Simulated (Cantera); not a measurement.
A closed system holds: 1 mol TiO2, 0.039 mol Cl2, at 927 °C and 248 Torr.

Equilibrium computed with Cantera from the NASA thermochemical tables; the gas is ideal and each condensed phase is pure. Candidate condensed phases: Ti, TiCl2, TiCl3, TiCl4, TiO, TiO2, Ti2O3, Ti3O5, Ti4O7; 15 gas species. Kinetics and transport are ignored.

Base state: Cl2 0.983, Cl 0.00816, TiCl4 0.00427, O2 0.00427, ClO 1.20e-5 (mole fractions); condensed: TiO2(rutile).

Question: What changes in the equilibrium state with this change: TiO2 replaced by Al2O3?

Answer: 
| species | before | after |
|---|---|---|
| Cl2 | 0.983 | 0.990 |
| Cl | 0.00816 | 0.00819 |
| AlCl3 | 0 | 0.000925 |
| TiCl4 | 0.00427 | 0 |
| O2 | 0.00427 | 0.000691 |
| ClO | 1.20e-5 | 4.87e-6 |
| TiO2(rutile), mol | 1.000 | 0 |
| Al2O3(s), mol | 0 | 1.000 |
Further candidate phases: Al, AlCl3, Al2O3.
